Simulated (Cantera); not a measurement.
# Ignition delay

Mixture: H2 : O2 : N2 : H2O = 1 : 0.312 : 1.17 : 0.3 (molar parts), at 2800000 Pa, adiabatic and at constant pressure. Ignition delay is the time to a rise of 400 K.

Computed with Cantera and GRI-Mech 3.0 (53 species, 325 reactions). The hydrogen kinetics of GRI-Mech 3.0 are dated; newer H2 mechanisms differ, most at raised pressure. The pressure lies above the range GRI-Mech 3.0 was tuned for (to about 10 atm).

```tsv
T0 (K)	delay (ms)
1100	0.656
1175	0.193
1250	0.0639
1325	0.0228
1400	0.00841
1475	0.00316
1550	0.00131
1625	0.000687
1700	0.000445
1775	0.000326
```

The apparent activation energy between 1625 and 1775 K is 120 kJ/mol.
